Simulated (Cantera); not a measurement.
Feed: 1 mol Al(CH₃)₃, 2.5 mol N₂O, 49 mol H₂, 0.37 mol H₂O, equilibrated at 2123 K and 0.00133 bar.

These are equilibrium values from Cantera (NASA tables, ideal gas, pure condensed phases), not measurements of a reactor. Candidate condensed phases: Al, AlN, Al₂O₃, C, C₆H₆, C₇H₈, C₈H₁₈, H₂O; 148 gas species. The feed counts by its element totals alone. Equilibrium is a limit: real reactors are often held back by kinetics, nucleation or transport.

Base state: H₂ 0.809, H 0.0884, CO 0.0455, N₂ 0.0388, Al 0.0158, HCN 0.00156, C₂H₂ (acetylene) 0.000192, AlH 0.000112 (mole fractions); condensed: gas only.

Task: What changes in the equilibrium state with this change: N₂O from 2.5 to 44 mol?

Result: 
| species | before | after |
|---|---|---|
| N₂ | 0.0388 | 0.423 |
| H₂O | 9.60e-9 | 0.355 |
| H₂ | 0.809 | 0.140 |
| OH | <1e-9 | 0.0115 |
| Al | 0.0158 | 1.04e-7 |
| H | 0.0884 | 0.0367 |
| CO | 0.0455 | 0.0192 |
| AlO₂H | <1e-9 | 2.46e-5 |
| CO₂ | <1e-9 | 0.00971 |
| O₂ | <1e-9 | 0.00233 |
| O | <1e-9 | 0.00215 |
| HCN | 0.00156 | <1e-9 |
| NO | <1e-9 | 0.000813 |
| Al₂O₃(s), mol | 0 | 0.499 |

Task: What changes in the equilibrium state with this change: temperature from 2123 K to 1373 K?

Result: 
| species | before | after |
|---|---|---|
| H₂ | 0.809 | 0.917 |
| CO | 0.0455 | 0.0489 |
| N₂ | 0.0388 | 0.0340 |
| H | 0.0884 | 8.73e-5 |
| Al | 0.0158 | 6.08e-8 |
| AlH | 0.000112 | 4.40e-9 |
| HNC | 0.000109 | 7.54e-7 |
| C₂H₂ (acetylene) | 0.000192 | 1.58e-6 |
| HCN | 0.00156 | 7.01e-5 |
| AlN(s), mol | 0 | 1.000 |
| C(graphite), mol | 0 | 0.125 |
